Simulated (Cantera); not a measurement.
A perfectly stirred reactor is fed with CH4 : H2 : O2 : N2 = 1 : 0.033 : 1.26 : 4.74 (molar parts), equivalence ratio 1.6, at 9.87 atm; it is adiabatic with a 775 K inlet, and is followed from long to short residence time, starting on the burning branch (τ in s: 0.087, 0.034, 0.014, 0.0054, 0.0022, 0.00086, 0.00034, 0.00014, 5.4e-05).

Model: GRI-Mech 3.0 (53 species, 325 reactions), integrated in Cantera.

x: mole fraction; the columns are a selection and need not sum to one.

```
τ (s)    T (K)     x CH4     x H2      x O2    x N2O     x CH3    x C2H2
-------  -----  --------  -------  --------  -------  --------  --------
0.087     2190  0.000195   0.0966   1.81e-5  5.13e-9   2.10e-5   9.03e-6
0.034     2191       [?]   0.0958       [?]      [?]       [?]       [?]
0.014     2192  0.000909   0.0943  0.000105  1.34e-8  0.000104  0.000184
0.0054    2195   0.00174   0.0910  0.000258  1.82e-8  0.000212  0.000613
0.0022    2198       [?]   0.0861       [?]  1.99e-8       [?]       [?]
0.00086   2198   0.00438   0.0795   0.00138  1.95e-8  0.000652   0.00262
0.00034   2187   0.00636   0.0723   0.00318  2.04e-8   0.00105   0.00385
0.00014   2154   0.00935   0.0649   0.00730  2.76e-8   0.00159   0.00478
5.4e-5     775     0.142  0.00469     0.179   <1e-12  2.03e-12    <1e-12
```

Q: Complete the blanks.

A: 
- 0.034, x CH4: 0.000446
- 0.034, x O2: 4.48e-5
- 0.034, x N2O: 8.50e-9
- 0.034, x CH3: 4.92e-5
- 0.034, x C2H2: 4.64e-5
- 0.0022, x CH4: 0.00286
- 0.0022, x O2: 0.000592
- 0.0022, x CH3: 0.000381
- 0.0022, x C2H2: 0.00142
